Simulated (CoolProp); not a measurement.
The fluid at 393.59 K and 4.92 MPa (liquid) is heated at constant pressure to 570.4 K. The same conditions are run with several fluids, on thermodynamics alone (safety and materials aside).

The numbers come from the reference Helmholtz-energy equation of state of each fluid (hexamethyldisiloxane (MM): Thol 2016; n-butane: Bücker 2006; toluene: Lemmon 2006; p-xylene: Zhou 2012; methanol: de Reuck 1993) in CoolProp.

| fluid | heat (kJ/kg) | final phase | final density (kg/m³) |
|---|---|---|---|
| hexamethyldisiloxane (MM) | 430 | supercritical | 378 |
| n-butane | 676 | supercritical | [?] |
| toluene | [?] | liquid | [?] |
| p-xylene | 420 | liquid | 572 |
| methanol | 1290 | [?] | [?] |

### Question
Some entries are withheld; supply them.

### Answer

- n-butane, final density (kg/m³): 71.4
- toluene, heat (kJ/kg): 426
- toluene, final density (kg/m³): 528
- methanol, final phase: gas
- methanol, final density (kg/m³): 38.9
